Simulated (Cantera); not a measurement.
Charge: 1 mol MgSO4, 2.5 mol CO2, 3 mol H2O, equilibrated at 923 K and 1.33 mbar.

Cantera equilibrium calculation (NASA polynomials, part measured and part estimated; ideal gas, pure solids and liquids). Candidate condensed phases: C, C6H6, C7H8, C8H18, H2O, H2SO4, Mg, MgCO3, MgO, Mg(OH)2, MgS, MgSO4, S; 130 gas species. Equilibrium is a limit: real reactors are often held back by kinetics, nucleation or transport.

Base state: H2O 0.533, CO2 0.444, SO2 0.0152, O2 0.00762, SO3 0.000234 (mole fractions); condensed: MgO(s) + MgSO4(s).

**Question.** What changes in the equilibrium state with this change: temperature from 923 K to 1250 K?

**Answer.** 
```tsv
species	before	after
H2O	0.533	0.429
CO2	0.444	0.357
SO2	0.0152	0.143
O2	0.00762	0.0713
OH	1.19e-7	4.75e-5
SO3	0.000234	0.000243
MgO(s), mol	0.0871	1.00
MgSO4(s), mol	0.913	0
```
